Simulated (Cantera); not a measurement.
A Cantera script and what it prints.

```python
import numpy as np
import cantera as ct

gas_names = """
    H HO2 H2 H2O H2O2 O OH O2 O3 Si SiH SiH2 SiH3 SiH4 SiO SiO2 Si2 Si3
""".split()
cond_names = """
    H2O(s) H2O(L) Si(cr) Si(L) SiO2(Lqz) SiO2(hqz) SiO2(L)
""".split()


# ... load() reads the species with a 1 bar reference pressure and builds the phases ...
atoms = {
    'Si': {'Si': 1},
    'H2O': {'H': 2, 'O': 1},
}
top_T = {}  # K; cautious upper limits of use, not melting points


# ... equilibrate(T, P, feed) seeds the gas with the atoms and calls Mixture.equilibrate('TP', solver="vcs", rtol=1e-11, max_steps=5000) ...
results = []
feed = {'Si': 1, 'H2O': 0.89}  # mol
P = 13332.2  # Pa
for T in [723, 823, 923, 1023, 1123, 1223, 1323, 1423, 1523, 1623]:
    mix = equilibrate(T, P, feed)
    results.append((T, P, feed, dict(zip(mix.species_names, mix.species_moles))))

top = {s: max(r[3][s] / sum(r[3][g] for g in gas_names) for r in results) for s in gas_names}
cols = sorted((s for s in top if top[s] > 0.0001), key=lambda s: -top[s])[:5]
seen = [c for c in cond_names if any(r[3].get(c, 0) > 1e-12 for r in results)]
print("log10 of partial pressures in bar; condensed amounts in mol")
print(f"{'T/K':>10s}" + "".join(f"{s[:9]:>10s}" for s in cols + seen))
for T, P, feed, n in results:
    ng = sum(n[g] for g in gas_names)
    print(f"{T:10.4g}" + "".join(f"{np.log10(max(n[s] / ng * P / 1e5, 1e-99)):10.3f}" for s in cols)
          + "".join(f"{n.get(c, 0):10.4g}" for c in seen))
```

Output:

```
log10 of partial pressures in bar; condensed amounts in mol
       T/K        H2       SiO         H    Si(cr) SiO2(Lqz) SiO2(hqz)
       723    -0.875   -16.275   -13.511     0.555     0.445         0
       823    -0.875   -13.198   -11.572     0.555     0.445         0
       923    -0.875   -10.799   -10.049     0.555         0     0.445
      1023    -0.875    -8.876    -8.821     0.555         0     0.445
      1123    -0.875    -7.301    -7.808     0.555         0     0.445
      1223    -0.875    -5.988    -6.959     0.555         0     0.445
      1323    -0.875    -4.879    -6.237     0.555         0     0.445
      1423    -0.875    -3.928    -5.615    0.5546         0    0.4446
      1523    -0.878    -3.107    -5.075    0.5524         0    0.4424
      1623    -0.889    -2.389    -4.605    0.5409         0    0.4309
```

Method: chemical equilibrium by Gibbs-energy minimisation in Cantera with the NASA 1993 tables (ideal gas, pure condensed phases). Mutual solubility and eutectic melting of coexisting phases are not modelled. The tables hold silica as quartz up to 1696 K and as liquid above; real silica turns to tridymite and cristobalite and melts near 1996 K.
